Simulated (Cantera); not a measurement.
A closed system holds: 1 mol V, a varied amount of N2, 200 mol H2, equilibrated at 0.000170 bar.

Cantera equilibrium calculation (NASA polynomials, part measured and part estimated; ideal gas, pure solids and liquids). Candidate condensed phases: V, VN; 11 gas species. Mutual solubility and eutectic melting of coexisting phases are not modelled. VN: taken at fixed stoichiometry. Condensed phases not in the tables: V2N, N, O or C dissolved in the metal. The numbers say what is thermodynamically allowed, not how fast it happens.

What condenses at these points (T in K, n(N2) in mol): (1750, 18); (1750, 27); (1700, 9.3); (1600, 4.8); (1500, 6); (1400, 27)?


```tsv
T (K)	n(N2) in mol	condensed phases	V condensed (%)
1750	18	V	96.1
1750	27	V	96.0
1700	9.3	V	98.7
1600	4.8	V + VN	99.9
1500	6	VN	100.0
1400	27	VN	100.0
```
